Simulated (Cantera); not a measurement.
# Adiabatic ignition

An adiabatic, constant-pressure homogeneous reactor starts with CH4 : H2 : O2 : N2 = 1 : 0.17 : 6.32 : 23.8 (molar parts), equivalence ratio 0.33, at 1400 K and 14.0 bar.

Cantera simulation using GRI-Mech 3.0 (53 species, 325 reactions); the numbers are that mechanism's predictions, not measurements. The pressure lies above the range GRI-Mech 3.0 was tuned for (to about 10 atm).

```tsv
t (s)	T (K)	x CH4	x H2	x O2	x OH	x CH2	x C2H
5.00e-6	1400	0.0320	0.00543	0.202	1.20e-8	<1e-12	<1e-12
1.50e-5	1400	0.0320	0.00543	0.202	6.24e-8	3.11e-12	<1e-12
4.51e-5	1401	0.0317	0.00537	0.202	1.32e-6	7.92e-10	<1e-12
0.000136	2072	<1e-12	0.000217	0.136	0.00293	<1e-12	<1e-12
0.000407	2117	<1e-12	3.35e-5	0.135	0.00135	<1e-12	<1e-12
0.00122	2117	<1e-12	3.35e-5	0.135	0.00135	<1e-12	<1e-12
0.00368	2117	<1e-12	3.35e-5	0.135	0.00135	<1e-12	<1e-12
0.0110	2116	<1e-12	3.33e-5	0.135	0.00135	<1e-12	<1e-12
0.0332	2114	<1e-12	3.29e-5	0.135	0.00134	<1e-12	<1e-12
0.0997	2109	<1e-12	3.20e-5	0.134	0.00131	<1e-12	<1e-12
0.300	2102	<1e-12	3.07e-5	0.132	0.00126	<1e-12	<1e-12
0.900	2099	<1e-12	3.02e-5	0.131	0.00124	<1e-12	<1e-12
```
x: mole fraction; the columns are a selection and need not sum to one.

```yaml
time_of_steepest_temperature_rise: 0.123 ms
temperature at 0.900 s: 2099 K
equilibrium_temperature: 2099 K
x(CH4) at 0.900 s: <1e-12 (gas-phase equilibrium <1e-12)
x(H2) at 0.900 s: 3.02e-5 (gas-phase equilibrium 3.02e-5)
x(O2) at 0.900 s: 0.131 (gas-phase equilibrium 0.131)
```
